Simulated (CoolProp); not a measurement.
Vapour-liquid equilibrium of sulfur dioxide (1) + toluene (2) at 126.85 °C; x and y are mole fractions of (1).

Values from CoolProp's multi-fluid Helmholtz-energy mixture model, Gao 2016 and Lemmon 2006; pair parameters Bell 2016.

Task: Give the bubble pressure and the first vapour's composition at x = 0.2, 0.5, 0.95. Is there an azeotrope?

Result: x = 0.2: 0.7982 MPa, y = 0.818; x = 0.5: 2.042 MPa, y = 0.941; x = 0.95: 4.312 MPa, y = 0.993. No azeotrope shows between x = 0.05 and 0.95.

The pair parameters rest on a limited set of measurements; away from them the model extrapolates.
